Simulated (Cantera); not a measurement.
Feed: 1 mol C2F6, 0.87 mol F2, 0.84 mol HCl, equilibrated at 898 K and 100000 Pa.

These are equilibrium values from Cantera (NASA tables, ideal gas, pure condensed phases), not measurements of a reactor. Candidate condensed phases: C, C6H6, C7H8, C8H18; 118 gas species. The feed counts by its element totals alone. Condensed phases not in the tables: fluorocarbon polymer. Gases not in the tables: C2F6 and larger saturated fluorocarbons. Equilibrium is a limit: real reactors are often held back by kinetics, nucleation or transport.

Task: What is the equilibrium state?

Result: 
```
Item                 Value
--------------  ----------
x(CF4)               0.653
x(HCl)               0.225
x(HF)               0.0742
x(Cl2)              0.0247
x(CClF3)            0.0222
x(CCl2F2)          0.00112
x(CCl3F)           6.07e-5
x(CCl4)            1.43e-5
x(Cl)              1.12e-5
n(C(graphite))  0.0997 mol
gas amount       2.810 mol
```
